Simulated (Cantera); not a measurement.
A closed system holds: 1 mol CF4, 0.037 mol Si, 0.078 mol H2, 0.076 mol CH4, equilibrated at 2775 °C and 1.00 Pa.

These are equilibrium values from Cantera (NASA tables, ideal gas, pure condensed phases), not measurements of a reactor. Candidate condensed phases: C, C6H6, C7H8, C8H18, Si, SiC; 113 gas species. The tables' values for SiF, SiF2 are old estimates; treat these amounts as uncertain. Kinetics and transport are ignored.

Base state: F 0.719, C 0.185, H 0.0807, Si 0.00650, C2 0.00287, HF 0.00258, CF 0.00214, C3 0.000650 (mole fractions); condensed: gas only.

Question: What changes in the equilibrium state with this change: temperature from 2775 °C to 3127 °C?

Answer: 
| species | before | after |
|---|---|---|
| F | 0.719 | 0.718 |
| C | 0.185 | 0.192 |
| H | 0.0807 | 0.0824 |
| C2 | 0.00287 | 0.000255 |
| HF | 0.00258 | 0.000230 |
| Si | 0.00650 | 0.00663 |
| C3 | 0.000650 | 3.08e-6 |
| SiF2 | 1.56e-5 | 1.09e-7 |
| SiF | 0.000183 | 1.85e-5 |
The tables' values for SiF are old estimates; treat these amounts as uncertain.

Question: What changes in the equilibrium state with this change: CF4 replaced by CH3F?

Answer: 
```json
[
 {"species": "H", "before": "0.0807", "after": "0.622"},
 {"species": "C", "before": "0.185", "after": "0.187"},
 {"species": "F", "before": "0.719", "after": "0.176"},
 {"species": "HF", "before": "0.00258", "after": "0.00486"},
 {"species": "Si", "before": "0.00650", "after": "0.00665"},
 {"species": "H2", "before": "1.95e-6", "after": "0.000116"},
 {"species": "SiF2", "before": "1.56e-5", "after": "9.55e-7"},
 {"species": "CF", "before": "0.00214", "after": "0.000526"},
 {"species": "SiF", "before": "0.000183", "after": "4.59e-5"}
]
```
The tables' values for SiF are old estimates; treat these amounts as uncertain.
